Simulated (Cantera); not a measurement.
What does this Cantera script print?

```python
import numpy as np
import cantera as ct

gas = ct.Solution("h2o2.yaml")
gas.TPX = 375, 37000, {'H2': 1, 'O2': 0.192, 'N2': 0.723, 'H2O': 0.0047}
flame = ct.FreeFlame(gas, width=0.08)
flame.set_refine_criteria(ratio=3, slope=0.08, curve=0.16)
flame.transport_model = "mixture-averaged"
flame.solve(loglevel=0, auto=True)
z, T = flame.grid, flame.T
thick = (T[-1] - T[0]) / np.gradient(T, z).max()
show = ['H2', 'O2', 'HO2', 'O', 'OH', 'H2O']
print(f"laminar burning velocity  {flame.velocity[0] * 100:.3f} cm/s")
print(f"burnt temperature         {T[-1]:.1f} K")
print(f"thermal thickness         {thick * 1e3:.4f} mm")
print(f"grid points               {len(z)}")
z0 = z[flame.heat_release_rate.argmax()]
print(f"{'z/mm':>9s}{'T/K':>9s}{'u/(m/s)':>9s}" + "".join(f"{s:>11s}" for s in show))
rows = []
for k in (-3, -2, -1.5, -1, -0.5, -0.25, 0, 0.25, 0.5, 1, 2, 4, 8):
    zz = z0 + k * thick
    rows.append([k * thick, np.interp(zz, z, T), np.interp(zz, z, flame.velocity),
                 *(np.interp(zz, z, flame.X[gas.species_index(s)]) for s in show)])
    print(f"{rows[-1][0] * 1e3:9.3f}{rows[-1][1]:9.1f}{rows[-1][2]:9.3f}" + "".join(f"{x:11.3e}" for x in rows[-1][3:]))
```

It prints:

```
laminar burning velocity  342.524 cm/s
burnt temperature         1904.2 K
thermal thickness         1.4338 mm
grid points               131
     z/mm      T/K  u/(m/s)         H2         O2        HO2          O         OH        H2O
   -4.301    375.0    3.425  5.209e-01  1.000e-01  2.731e-14  4.523e-15  2.110e-17  2.448e-03
   -2.868    375.0    3.425  5.209e-01  1.000e-01  5.785e-12  6.368e-13  2.969e-15  2.448e-03
   -2.151    375.0    3.425  5.209e-01  1.000e-01  2.925e-10  1.962e-11  9.192e-14  2.448e-03
   -1.434    375.1    3.426  5.209e-01  1.000e-01  6.780e-08  1.959e-09  2.193e-11  2.449e-03
   -0.717    401.5    3.646  5.172e-01  1.003e-01  1.572e-04  4.893e-06  4.677e-05  3.216e-03
   -0.358    664.9    5.880  4.852e-01  9.334e-02  9.065e-05  1.472e-04  4.444e-04  2.463e-02
    0.000   1034.5    8.912  4.047e-01  6.411e-02  3.162e-05  1.427e-03  7.629e-04  9.081e-02
    0.358   1276.0   10.952  3.266e-01  1.818e-02  8.194e-06  1.564e-03  1.296e-03  1.789e-01
    0.717   1376.9   11.791  3.063e-01  2.928e-03  1.251e-06  5.377e-04  1.160e-03  2.090e-01
    1.434   1467.7   12.501  3.091e-01  1.680e-04  6.787e-08  2.552e-04  1.246e-03  2.155e-01
    2.868   1562.4   13.217  3.179e-01  6.392e-05  2.619e-08  2.034e-04  1.350e-03  2.171e-01
    5.735   1657.3   13.920  3.272e-01  4.261e-05  1.775e-08  1.408e-04  1.321e-03  2.188e-01
   11.471   1741.1   14.528  3.356e-01  2.402e-05  1.076e-08  8.148e-05  1.141e-03  2.205e-01
```

Cantera simulation using the H2/O2 subset of GRI-Mech 3.0, which has no nitrogen chemistry; the numbers are that mechanism's predictions, not measurements. Burning velocities carry a grid error of a few per cent, more on coarse grids.
